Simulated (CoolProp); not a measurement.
The fluid at 335.64 K and 0.011 MPa flows at 0.15 m/s in a round tube of 50 mm bore and 45 µm roughness, fully developed (64/Re and Nu = 3.66 if laminar; Colebrook and Gnielinski if turbulent). The same conditions are run with several fluids, on thermodynamics alone (safety and materials aside).

Computed with CoolProp (reference Helmholtz-energy equation of state of each fluid (water: Wagner 2002; propane: Lemmon 2009; n-hexane: Thol 2019; R123: Younglove 1994; R227EA: Lemmon 2016)).

| fluid | Reynolds number | Darcy friction factor | pressure drop (Pa/m) | heat-transfer coefficient (W/(m² K)) | mass flow (kg/h) |
|---|---|---|---|---|---|
| water | 48.7 | 1.31 | 0.0210 | … | 0.0755 |
| propane | 143 | 0.448 | 0.0176 | 1.65 | … |
| n-hexane | 363 | 0.176 | 0.0136 | 1.25 | 0.362 |
| R123 | 374 | … | … | 0.830 | 0.641 |
| R227EA | 385 | 0.166 | 0.0251 | … | 0.712 |

Question: What belongs in the gaps?

Answer: 
- water, heat-transfer coefficient (W/(m² K)): 1.55
- propane, mass flow (kg/h): 0.185
- R123, Darcy friction factor: 0.171
- R123, pressure drop (Pa/m): 0.0233
- R227EA, heat-transfer coefficient (W/(m² K)): 1.18

Transport values come from each fluid's own correlations; those of R227EA are estimates that may be off by 10 % or more.
